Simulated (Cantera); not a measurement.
An isothermal, constant-pressure homogeneous reactor starts with C2H6 : N2 = 1 : 58 (molar parts), at 1098 K and 0.128 Torr. Integrator tolerance rtol = 1e-08.

Detailed kinetics in Cantera: GRI-Mech 3.0 (53 species, 325 reactions). GRI-Mech 3.0 stops at C3 and has no aromatics, soot or wall deposition, so with more carbon than oxygen in the feed, carbon stays in small species such as C2H2 where larger ones or solid carbon would form. Radical loss at walls, strong at low pressure, is not modelled.

### Question
What does this change do: temperature 1098 to 1948 K?

### Answer
```tsv
quantity	before	after
x(C2H6) at 100 s	0.00195 (gas-phase equilibrium 6.70e-12)	<1e-12 (gas-phase equilibrium <1e-12)
x(CH4) at 100 s	0.00381 (gas-phase equilibrium 2.38e-5)	9.88e-7 (gas-phase equilibrium 6.46e-10)
x(CH3) at 100 s	5.63e-5 (gas-phase equilibrium 4.59e-9)	6.89e-7 (gas-phase equilibrium 6.97e-9)
x(C2H4) at 100 s	0.0109 (gas-phase equilibrium 2.09e-6)	7.85e-9 (gas-phase equilibrium 7.63e-11)
x(HCN) at 100 s	2.60e-9 (gas-phase equilibrium 0.0218)	0.000289 (gas-phase equilibrium 0.0284)
x(H2) at 100 s	0.0128 (gas-phase equilibrium 0.0327)	0.0322 (gas-phase equilibrium 0.0257)
x(H) at 100 s	6.09e-6 (gas-phase equilibrium 3.46e-7)	0.00113 (gas-phase equilibrium 0.0140)
```

### Question
What does this change do: pressure from 0.128 Torr to 10.00 Torr?

### Answer
```
quantity                                            before                                     after
----------------  ----------------------------------------  ----------------------------------------
x(C2H6) at 100 s  0.00195 (gas-phase equilibrium 6.70e-12)   1.73e-6 (gas-phase equilibrium 3.24e-8)
x(CH4) at 100 s    0.00381 (gas-phase equilibrium 2.38e-5)   0.00202 (gas-phase equilibrium 0.00159)
x(CH3) at 100 s    5.63e-5 (gas-phase equilibrium 4.59e-9)   1.40e-7 (gas-phase equilibrium 3.60e-8)
x(C2H4) at 100 s    0.0109 (gas-phase equilibrium 2.09e-6)  0.00741 (gas-phase equilibrium 0.000139)
x(HCN) at 100 s     2.60e-9 (gas-phase equilibrium 0.0218)   2.11e-10 (gas-phase equilibrium 0.0210)
x(H2) at 100 s       0.0128 (gas-phase equilibrium 0.0327)     0.0227 (gas-phase equilibrium 0.0303)
x(H) at 100 s      6.09e-6 (gas-phase equilibrium 3.46e-7)   8.94e-8 (gas-phase equilibrium 3.75e-8)
```
